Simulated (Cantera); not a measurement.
Transport properties of process gases

Gas mixture: 30.2 % CH₄, 69.8 % C₂H₂, at 100.0 Torr, frozen composition.

Cantera's kinetic-theory transport with the Lennard-Jones parameters of GRI-Mech 3.0, ideal gas; thermal conductivity in the multicomponent form. The composition is frozen, though it would react at the higher temperatures.

| T (K) | ρ (kg/m³) | cp (J/kg/K) | μ (µPa s) | λ (mW/m/K) | Pr | D (cm²/s) N₂ | D (cm²/s) CH₄ | D (cm²/s) NH₃ |
|---|---|---|---|---|---|---|---|---|
| 400 | 0.0923 | 2056 | 13.8 | 39.4 | 0.722 | 2.31 | 2.28 | 2.39 |
| 500 | 0.0738 | 2269 | 16.6 | 52.2 | 0.721 | 3.41 | 3.40 | 3.67 |
| 600 | 0.0615 | 2453 | 19.1 | 65.1 | 0.720 | 4.67 | 4.69 | 5.16 |
| 700 | 0.0527 | 2616 | 21.4 | 78.0 | 0.718 | 6.08 | 6.12 | 6.84 |
| 800 | 0.0461 | 2762 | 23.6 | 90.9 | 0.717 | 7.63 | 7.70 | 8.71 |
| 900 | 0.0410 | 2897 | 25.6 | 104 | 0.715 | 9.32 | 9.42 | 10.7 |
| 1000 | 0.0369 | 3024 | 27.6 | 117 | 0.714 | 11.1 | 11.3 | 12.9 |
| 1100 | 0.0336 | 3137 | 29.5 | 130 | 0.713 | 13.1 | 13.2 | 15.3 |
D: mixture-averaged diffusion coefficient of that species in the mixture.
